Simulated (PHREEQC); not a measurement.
## Sulfide liquor: speciation

Consider water at 20 °C with 0.0087 mol NaHS and 0.016 mol ZnCl2 per kg of water. Closed to the air; pH follows from the charge balance.

Computed with PHREEQC (ion-association model, phreeqc.dat).

Precipitation was switched off in this run.

Predict the pH.

pH 5.59.

In which forms is Zn present?

Zn+2 70 %, Zn(HS)2 27 %, ZnCl+ 2.3 % of the Zn.

The solution is supersaturated, for example in Sphalerite (slow to form), so a real one may precipitate; this is no full list.
